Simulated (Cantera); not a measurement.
Feed: 1 mol Cu₂O, a varied amount of C, 0.33 mol H₂, at 2523 K and 0.320 bar.

These are equilibrium values from Cantera (NASA tables, ideal gas, pure condensed phases), not measurements of a reactor. Candidate condensed phases: C, C₆H₆, C₇H₈, C₈H₁₈, Cu, CuO, Cu(OH)₂, Cu₂O, H₂O; 113 gas species. Kinetics and transport are ignored.

At 1.9 mol C, list the 7 most abundant gas species with their mole fractions, and the condensed phases.

Cu 0.584, CO 0.301, H₂ 0.0908, H 0.0148, Cu₂ 0.00897, C₂H₂ (acetylene) 0.00108, C₂H 1.33e-5. Condensed: C(graphite).
